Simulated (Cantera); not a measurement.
Input: 1 mol BF₃, 9 mol NH₃, 0.2 mol N₂, equilibrated at 1900 K and 0.100 bar.

These are equilibrium values from Cantera (NASA tables, ideal gas, pure condensed phases), not measurements of a reactor. Candidate condensed phases: B, BN; 31 gas species. The tables' values for BF₂ are old estimates; treat these amounts as uncertain. Rates play no part.

Base state: H₂ 0.677, N₂ 0.241, HF 0.0294, BF₃ 0.0293, BF₂ 0.0124, BF 0.00446, BHF₂ 0.00400, H 0.00207 (mole fractions); condensed: BN(s).

Problem. What changes in the equilibrium state with this change: temperature from 1900 K to 1600 K?

Solution. 
```
species      before     after
----------  -------  --------
H₂            0.677     0.689
N₂            0.241     0.241
BF₃          0.0293    0.0418
BF₂          0.0124  0.000857
HF           0.0294    0.0259
BF          0.00446   3.41e-5
H           0.00207  0.000143
BHF₂        0.00400   0.00157
BN(s), mol   0.0266     0.150
```
